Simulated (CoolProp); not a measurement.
Vapour-liquid equilibrium of ethanol (1) + n-hexane (2) at 1.39 MPa; x and y are mole fractions of (1).

Computed with CoolProp (multi-fluid Helmholtz-energy mixture model, Schroeder 2014 and Thol 2019; pair parameters Bell 2016).

| x | bubble temperature (°C) | y at the bubble point | dew temperature at overall composition x (°C) | liquid density (mol/L) |
|---|---|---|---|---|
| 0.05 | 175.0 | 0.140 | [?] | 5.706 |
| 0.125 | [?] | 0.279 | 175.9 | [?] |
| 0.2 | 161.9 | 0.365 | 171.3 | [?] |
| 0.275 | 159.2 | 0.422 | 166.9 | [?] |
| 0.35 | 157.6 | 0.465 | 162.7 | 7.134 |
| 0.425 | 156.7 | 0.501 | 159.1 | 7.572 |
| 0.5 | 156.2 | 0.535 | 156.7 | 8.074 |
| 0.575 | 156.1 | 0.571 | 156.1 | 8.648 |
| 0.65 | 156.3 | 0.613 | 156.7 | 9.299 |
| 0.725 | 157.0 | 0.665 | 158.1 | 10.03 |
| 0.8 | [?] | 0.730 | 159.7 | 10.86 |
| 0.875 | 160.0 | 0.814 | 161.4 | 11.78 |
| 0.95 | 162.4 | 0.919 | 163.1 | 12.83 |

Problem. Fill in the missing entries.

Solution. 
- 0.05, dew temperature at overall composition x (°C): 180.7
- 0.125, bubble temperature (°C): 166.6
- 0.125, liquid density (mol/L): 6.064
- 0.2, liquid density (mol/L): 6.399
- 0.275, liquid density (mol/L): 6.748
- 0.8, bubble temperature (°C): 158.2

y crosses x between x = 0.5 and 0.575: the model has an azeotrope there.

The pair parameters rest on a limited set of measurements; away from them the model extrapolates.
